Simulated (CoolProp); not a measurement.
Vapour pressure (kPa) of acetone: the reference equation beside estimates from Tc = 235.0 °C, pc = 4692 kPa, ω = 0.307. Clausius-Clapeyron is anchored at 21.95 °C with a constant enthalpy of vaporisation of 31.20 kJ/mol.

Computed with CoolProp (reference Helmholtz-energy equation of state, Lemmon 2006). It is a short technical equation, of lower accuracy than the large ones.

| T (°C) | reference | Lee-Kesler | Clausius-Clapeyron | van der Waals | Redlich-Kwong | Soave-Redlich-Kwong | Peng-Robinson |
|---|---|---|---|---|---|---|---|
| -19.55 | 3.001 | 2.646 | 3.356 | 128.8 | 10.34 | 2.725 | 2.963 |
| -13.65 | 4.312 | 3.842 | 4.699 | 150.3 | 14.16 | 3.948 | 4.254 |
| -7.65 | 6.115 | 5.505 | 6.516 | 174.7 | 19.13 | 5.643 | 6.028 |
| -1.75 | 8.470 | 7.702 | 8.859 | 201.3 | 25.31 | 7.874 | 8.348 |
| 4.15 | 11.54 | 10.60 | 11.89 | 230.6 | 32.99 | 10.81 | 11.38 |
| 10.15 | 15.57 | 14.42 | 15.84 | 263.4 | 42.57 | 14.68 | 15.35 |
| 16.05 | 20.60 | 19.25 | 20.75 | 298.6 | 54.01 | 19.54 | 20.31 |
| 21.95 | 26.90 | 25.35 | 26.90 | 337.0 | 67.70 | 25.67 | 26.53 |
| 27.95 | 34.84 | 33.10 | 34.66 | 379.3 | 84.24 | 33.45 | 34.39 |
| 33.85 | 44.43 | 42.51 | 44.04 | 424.4 | 103.4 | 42.87 | 43.88 |
| 39.75 | 56.04 | 53.99 | 55.45 | 472.9 | 125.6 | 54.35 | 55.39 |
| 45.75 | 70.24 | 68.12 | 69.49 | 526.1 | 151.8 | 68.45 | 69.48 |
| 51.65 | 86.89 | 84.76 | 86.05 | 582.1 | 181.4 | 85.05 | 86.02 |
| 57.55 | 106.5 | 104.5 | 105.8 | 642.0 | 215.0 | 104.7 | 105.6 |

Absolute difference from the reference over all 14 rows, mean and median: Lee-Kesler 6.4 and 6.2 %, Clausius-Clapeyron 3.0 and 1.1 %, van der Waals 1636.6 and 1251.2 %, Redlich-Kwong 163.1 and 156.9 %, Soave-Redlich-Kwong 5.1 and 4.9 %, Peng-Robinson 1.3 and 1.3 %.
